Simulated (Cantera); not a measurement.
An adiabatic, constant-pressure homogeneous reactor starts with 20.1 % CH3OH, 16.8 % O2, 63.1 % N2, at 1350 K and 1.00 bar.

Detailed kinetics in Cantera: GRI-Mech 3.0 (53 species, 325 reactions). GRI-Mech 3.0 was tuned for natural gas; its chemistry of methanol as a main component is partial and can be far from experiment.

Predict: time of steepest temperature rise; temperature at 0.700 s; equilibrium temperature; x(O2) at 0.700 s; x(H2O2) at 0.700 s; x(H2) at 0.700 s; x(H2O) at 0.700 s.


```json
{
  "time_of_steepest_temperature_rise": "0.962 ms",
  "temperature at 0.700 s": "2545 K",
  "equilibrium_temperature": "2545 K",
  "x(O2) at 0.700 s": "0.000287 (gas-phase equilibrium 0.000287)",
  "x(H2O2) at 0.700 s": "2.89e-8 (gas-phase equilibrium 2.89e-8)",
  "x(H2) at 0.700 s": "0.0963 (gas-phase equilibrium 0.0963)",
  "x(H2O) at 0.700 s": "0.220 (gas-phase equilibrium 0.220)"
}
```
